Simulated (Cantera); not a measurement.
A perfectly stirred reactor is fed with NH3 : H2 = 1 : 0.18 (molar parts), at 20.3 Torr; it is held at 1600 K, and followed from long to short residence time.

Computed with Cantera and the gas-phase N/H chemistry of the illustrative SiF4/NH3 mechanism in the Surface Chemkin manual (1991). Walls and surfaces, which speed up NH3 decomposition in real reactors, are not modelled.

Question: What does this change do: H2 0.18 to 0.83 parts?

Answer: 
| quantity | before | after |
|---|---|---|
| x(NH3) at τ = 3.40 s | 0.805 | 0.526 |
| x(H2) at τ = 3.40 s | 0.184 | 0.467 |
| x(NH2) at τ = 3.40 s | 0.000145 | 0.000106 |
| x(N2) at τ = 3.40 s | 0.0115 | 0.00651 |
| x(N2H4) at τ = 3.40 s | 1.59e-8 | 8.45e-9 |
| x(NH3) at τ = 35.0 ms | 0.847 | 0.546 |
| x(H2) at τ = 35.0 ms | 0.153 | 0.454 |
| x(NH2) at τ = 35.0 ms | 6.22e-5 | 3.33e-5 |
| x(N2) at τ = 35.0 ms | 1.72e-5 | 4.80e-6 |
| x(N2H4) at τ = 35.0 ms | 2.92e-9 | 8.38e-10 |

Question: What does this change do: temperature 1600 to 1650 K?

Answer: 
```tsv
quantity	before	after
x(NH3) at τ = 3.40 s	0.805	0.764
x(H2) at τ = 3.40 s	0.184	0.214
x(NH2) at τ = 3.40 s	0.000145	0.000199
x(N2) at τ = 3.40 s	0.0115	0.0226
x(N2H4) at τ = 3.40 s	1.59e-8	1.60e-8
x(NH3) at τ = 35.0 ms	0.847	0.847
x(H2) at τ = 35.0 ms	0.153	0.153
x(NH2) at τ = 35.0 ms	6.22e-5	0.000125
x(N2) at τ = 35.0 ms	1.72e-5	7.56e-5
x(N2H4) at τ = 35.0 ms	2.92e-9	6.32e-9
```
